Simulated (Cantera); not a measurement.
A Cantera script and what it prints.

```python
import numpy as np
import cantera as ct

gas_names = """
    CL2 ALCL FeCL3
""".split()
cond_names = """
    AL(cr) AL(L) Fe(a) Fe(c) Fe(d) Fe(L) Ti(a) Ti(b) Ti(L) TiCL3(s) FeCL2(s) FeCL2(L)
""".split()


# ... load() reads the species with a 1 bar reference pressure and builds the phases ...
species = {s.name: s for s in load("nasa_gas.yaml", gas_names) + load("nasa_condensed.yaml", cond_names)}
# Each term lists the table entries of one substance; the one whose range holds T is used.
reactions = {
    '2 Al + Cl2(g) = 2 AlCl(g)':
        [(-2, ['AL(cr)', 'AL(L)']), (-1, ['CL2']), (2, ['ALCL'])],
    '0.6667 Fe + Cl2(g) = 0.6667 FeCl3(g)':
        [(-0.6666666666666666, ['Fe(a)', 'Fe(c)', 'Fe(d)', 'Fe(L)']), (-1, ['CL2']), (0.6666666666666666, ['FeCL3'])],
    '0.6667 Ti + Cl2(g) = 0.6667 TiCl3':
        [(-0.6666666666666666, ['Ti(a)', 'Ti(b)', 'Ti(L)']), (-1, ['CL2']), (0.6666666666666666, ['TiCL3(s)'])],
    'Fe + Cl2(g) = FeCl2':
        [(-1, ['Fe(a)', 'Fe(c)', 'Fe(d)', 'Fe(L)']), (-1, ['CL2']), (1, ['FeCL2(s)', 'FeCL2(L)'])],
}


def pick(names, T):
    return next(species[n] for n in names if species[n].thermo.min_temp <= T <= species[n].thermo.max_temp)


results = []
for label, terms in reactions.items():
    print(label)
    print("     T/K   dH/kJ  dS/(J/K)   dG/kJ   log10 K")
    for T in [825, 850, 875, 900, 925, 950, 975]:
        used = [(nu, pick(names, T)) for nu, names in terms]
        dH = sum(nu * s.thermo.h(T) for nu, s in used) / 1e6
        dS = sum(nu * s.thermo.s(T) for nu, s in used) / 1e3
        dG = dH - T * dS / 1e3
        logK = -dG * 1e6 / (ct.gas_constant * T * np.log(10))
        results.append((label, T, dH, dS, dG, logK, [s.name for _, s in used]))
        print(f"{T:8g} {dH:8.1f} {dS:8.1f} {dG:8.1f} {logK:8.2f}")
```

It prints:

```
2 Al + Cl2(g) = 2 AlCl(g)
     T/K   dH/kJ  dS/(J/K)   dG/kJ   log10 K
     825   -112.7    158.3   -243.3    15.40
     850   -113.3    157.5   -247.2    15.19
     875   -114.0    156.7   -251.2    14.99
     900   -114.7    155.9   -255.1    14.80
     925   -115.5    155.1   -259.0    14.62
     950   -137.6    131.5   -262.5    14.43
     975   -138.2    130.8   -265.7    14.24
0.6667 Fe + Cl2(g) = 0.6667 FeCl3(g)
     T/K   dH/kJ  dS/(J/K)   dG/kJ   log10 K
     825   -170.3    -14.1   -158.6    10.04
     850   -170.5    -14.4   -158.3     9.73
     875   -170.7    -14.6   -157.9     9.43
     900   -171.0    -14.9   -157.6     9.14
     925   -171.3    -15.2   -157.2     8.88
     950   -171.6    -15.6   -156.8     8.62
     975   -171.9    -15.9   -156.4     8.38
0.6667 Ti + Cl2(g) = 0.6667 TiCl3
     T/K   dH/kJ  dS/(J/K)   dG/kJ   log10 K
     825   -474.5   -137.3   -361.2    22.87
     850   -474.1   -136.9   -357.7    21.98
     875   -473.8   -136.6   -354.3    21.15
     900   -473.5   -136.3   -350.9    20.37
     925   -473.2   -135.9   -347.5    19.62
     950   -472.9   -135.6   -344.1    18.92
     975   -472.6   -135.3   -340.7    18.25
Fe + Cl2(g) = FeCl2
     T/K   dH/kJ  dS/(J/K)   dG/kJ   log10 K
     825   -334.0   -116.9   -237.6    15.04
     850   -333.8   -116.6   -234.7    14.42
     875   -333.6   -116.4   -231.8    13.84
     900   -333.4   -116.1   -228.9    13.28
     925   -333.3   -116.0   -226.0    12.76
     950   -333.2   -115.9   -223.1    12.26
     975   -289.7    -70.2   -221.3    11.86
```

Source: NASA polynomial tables (part measured, part estimated), evaluated in Cantera. Condensed species are held in their standard states even where they would react or evaporate.
